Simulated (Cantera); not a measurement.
**Equilibrium for titanium nitride, carbide and oxide coatings: Ti + C3H8**

A closed system holds: 1 mol Ti, a varied amount of C3H8, equilibrated at 1298.15 K and 4.20 mbar.

These are equilibrium values from Cantera (NASA tables, ideal gas, pure condensed phases), not measurements of a reactor. Candidate condensed phases: C, C6H6, C7H8, C8H18, Ti, TiC; 77 gas species. Mutual solubility and eutectic melting of coexisting phases are not modelled. TiC: taken at fixed stoichiometry. Condensed phases not in the tables: N, O or C dissolved in the metal. The numbers say what is thermodynamically allowed, not how fast it happens.

| n(C3H8) (mol) | x H2 | x CH4 | x H | x C2H2 (acetylene) | x CH3 | x C2H4 | n Ti(β) | n TiC(s) | n C(graphite) |
|---|---|---|---|---|---|---|---|---|---|
| 0.14 | 1.000 | 5.35e-12 | 1.66e-5 | <1e-12 | <1e-12 | <1e-12 | 0.580 | 0.420 | 0 |
| 0.2 | 1.000 | 5.35e-12 | 1.66e-5 | <1e-12 | <1e-12 | <1e-12 | 0.400 | 0.600 | 0 |
| 0.28 | 1.000 | 5.35e-12 | 1.66e-5 | <1e-12 | <1e-12 | <1e-12 | 0.160 | 0.840 | 0 |
| 0.39 | 1.000 | 3.34e-5 | 1.66e-5 | 5.59e-7 | 1.09e-8 | 6.92e-9 | 0 | 1.00 | 0.170 |
| 0.55 | 1.000 | 3.34e-5 | 1.66e-5 | 5.59e-7 | 1.09e-8 | 6.92e-9 | 0 | 1.00 | 0.650 |
| 0.77 | 1.000 | 3.34e-5 | 1.66e-5 | 5.59e-7 | 1.09e-8 | 6.92e-9 | 0 | 1.00 | 1.31 |
| 1.1 | 1.000 | 3.34e-5 | 1.66e-5 | 5.59e-7 | 1.09e-8 | 6.92e-9 | 0 | 1.00 | 2.30 |
| 1.5 | 1.000 | 3.34e-5 | 1.66e-5 | 5.59e-7 | 1.09e-8 | 6.92e-9 | 0 | 1.00 | 3.50 |
| 2.2 | 1.000 | 3.34e-5 | 1.66e-5 | 5.59e-7 | 1.09e-8 | 6.92e-9 | 0 | 1.00 | 5.60 |
x: gas mole fraction; n: condensed amount in mol.

From 0.14 mol C3H8 to 0.28 mol C3H8 the condensed part is Ti(β) + TiC(s). From 0.39 mol C3H8 to 2.2 mol C3H8 the condensed part is C(graphite) + TiC(s).
